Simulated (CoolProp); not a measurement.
Aqueous ammonia as a coolant, 18 % by mass, freezing at -30.6 °C, 1 atm.

Values from CoolProp's Melinder's fits for secondary coolants.

```csv
T (°C),Prandtl number,viscosity (mPa s),conductivity (W/(m K)),cp (kJ/(kg K))
-5.3,25.2,2.64,0.444,4.236
-1.7,22.0,2.34,0.450,4.231
1.8,19.4,2.09,0.456,4.226
5.4,17.2,1.88,0.462,4.221
8.9,15.3,1.70,0.468,4.217
12.5,13.6,1.54,0.475,4.213
16.1,12.2,1.39,0.481,4.210
19.6,11.0,1.27,0.487,4.207
23.2,9.81,1.15,0.493,4.204
```
